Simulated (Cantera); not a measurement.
A jet of 2.71 % H₂, 8.13 % O₂, 89.2 % N₂, equivalence ratio 0.17 at 300 K and 20.3 Torr hits a platinum plate 2.2 cm away at a mass flux of 0.024 kg/m²/s; the plate temperature is set and raised in steps from an oxygen-covered start.

Cantera simulation using Deutschmann's 1995 Pt surface mechanism with GRI-Mech 3.0 gas chemistry; the numbers are that mechanism's predictions, not measurements. Catalytic surfaces can have several steady states; this one follows from the mechanism file's or the stated starting coverage.

x: mole fraction at the wall; θ: surface coverage.

```csv
plate T (K),wall x H₂,wall x O₂,wall x H₂O,wall x OH,θ free Pt,θ O*,θ OH*
600,0.00392,0.0571,0.0439,<1e-8,0.113,0.882,___
650,0.00392,0.0572,0.0436,<1e-8,0.119,0.878,___
700,0.00384,0.0572,0.0435,<1e-8,0.127,0.870,___
750,0.00353,0.0569,0.0439,<1e-8,0.147,0.851,___
800,0.00296,0.0564,0.0447,<1e-8,0.187,0.812,___
850,0.00240,0.0558,0.0455,1.96e-8,0.244,0.754,___
900,0.00198,0.0555,0.0461,6.24e-8,0.312,0.687,___
```

Q: Some entries are withheld; supply them.

A: 
- 600, θ OH*: 0.00476
- 650, θ OH*: 0.00319
- 700, θ OH*: 0.00227
- 750, θ OH*: 0.00176
- 800, θ OH*: 0.00147
- 850, θ OH*: 0.00127
- 900, θ OH*: 0.00110
